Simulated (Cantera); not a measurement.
Cantera run:

```python
import numpy as np
import cantera as ct

gas_names = """
    SO3 K O2
""".split()
cond_names = """
    K2SO4(a) K2SO4(b) K2SO4(L)
""".split()


# ... load() reads the species with a 1 bar reference pressure and builds the phases ...
species = {s.name: s for s in load("nasa_gas.yaml", gas_names) + load("nasa_condensed.yaml", cond_names)}
# Each term lists the table entries of one substance; the one whose range holds T is used.
reactions = {
    '2 K2SO4 = 2 SO3(g) + 4 K(g) + O2(g)':
        [(-2, ['K2SO4(a)', 'K2SO4(b)', 'K2SO4(L)']), (2, ['SO3']), (4, ['K']), (1, ['O2'])],
}


def pick(names, T):
    return next(species[n] for n in names if species[n].thermo.min_temp <= T <= species[n].thermo.max_temp)


results = []
for label, terms in reactions.items():
    print(label)
    print("     T/K   dH/kJ  dS/(J/K)   dG/kJ   log10 K")
    for T in [1848, 1898, 1948, 1998, 2048, 2098, 2148]:
        used = [(nu, pick(names, T)) for nu, names in terms]
        dH = sum(nu * s.thermo.h(T) for nu, s in used) / 1e6
        dS = sum(nu * s.thermo.s(T) for nu, s in used) / 1e3
        dG = dH - T * dS / 1e3
        logK = -dG * 1e6 / (ct.gas_constant * T * np.log(10))
        results.append((label, T, dH, dS, dG, logK, [s.name for _, s in used]))
        print(f"{T:8g} {dH:8.1f} {dS:8.1f} {dG:8.1f} {logK:8.2f}")
```

Output:

```
2 K2SO4 = 2 SO3(g) + 4 K(g) + O2(g)
     T/K   dH/kJ  dS/(J/K)   dG/kJ   log10 K
    1848   2172.8    746.6    793.0   -22.41
    1898   2166.8    743.4    755.8   -20.80
    1948   2160.8    740.3    718.7   -19.27
    1998   2154.9    737.3    681.7   -17.82
    2048   2149.0    734.4    644.9   -16.45
    2098   2143.0    731.5    608.3   -15.14
    2148   2137.2    728.8    571.8   -13.90
```

Source: NASA polynomial tables (part measured, part estimated), evaluated in Cantera. Condensed species are held in their standard states even where they would react or evaporate.
